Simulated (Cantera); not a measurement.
Charge: 1 mol Na2SO4, 0.036 mol H2, 13 mol O2, held at 5000 Pa.

Equilibrium computed with Cantera from the NASA thermochemical tables; the gas is ideal and each condensed phase is pure. Candidate condensed phases: H2O, H2SO4, Na, NaOH, NaO2, Na2O, Na2O2, Na2S, Na2SO4, S; 27 gas species. Rates play no part.

### Question
At 1523 K, list the 4 most abundant gas species with their mole fractions, and the condensed phases.

### Answer
O2 0.995, H2O 0.00234, Na2SO4 0.000941, NaOH 0.000787. Condensed: Na2SO4(l).
